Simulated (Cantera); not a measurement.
A closed system holds: 1 mol LiOH, 0.12 mol O2, at 31.0 Pa.

Method: chemical equilibrium by Gibbs-energy minimisation in Cantera with the NASA 1993 tables (ideal gas, pure condensed phases). Candidate condensed phases: H2O, Li, LiH, LiOH, Li2O; 17 gas species. Equilibrium is a limit: real reactors are often held back by kinetics, nucleation or transport.

Q: Which condensed phases are stable at each of these points (T (°C)): 1027, 1127, 1227, 1327, 1427, 1527, 1627, 1727, 1827, 1927?

A: 
| T (°C) | condensed phases | Li condensed (%) |
|---|---|---|
| 1027 | Li2O(s) | 89.3 |
| 1127 | Li2O(s) | 67.4 |
| 1227 | Li2O(s) | 30.2 |
| 1327 | gas only | 0.0 |
| 1427 | gas only | 0.0 |
| 1527 | gas only | 0.0 |
| 1627 | gas only | 0.0 |
| 1727 | gas only | 0.0 |
| 1827 | gas only | 0.0 |
| 1927 | gas only | 0.0 |

From 1027 °C to 1227 °C the condensed part is Li2O(s). From 1327 °C to 1927 °C nothing is condensed.
